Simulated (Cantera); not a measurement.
A closed system holds: 1 mol C₂H₂, 1.4 mol CO₂, 0.6 mol N₂, held at 2675 °C and 3750 Torr.

Method: chemical equilibrium by Gibbs-energy minimisation in Cantera with the NASA 1993 tables (ideal gas, pure condensed phases). Candidate condensed phases: C, C₆H₆, C₇H₈, C₈H₁₈, H₂O; 136 gas species. The numbers say what is thermodynamically allowed, not how fast it happens.

Task: What is the equilibrium state?

Result: 
- x(CO): 0.628
- x(H₂): 0.185
- x(N₂): 0.118
- x(HCN): 0.0270
- x(H): 0.0258
- x(C₂H₂ (acetylene)): 0.00987
- x(HNC): 0.00489
- x(CN): 0.000370
- x(C₄H₂): 0.000220
- n(C(graphite)): 0.360 mol
- gas amount: 4.459 mol
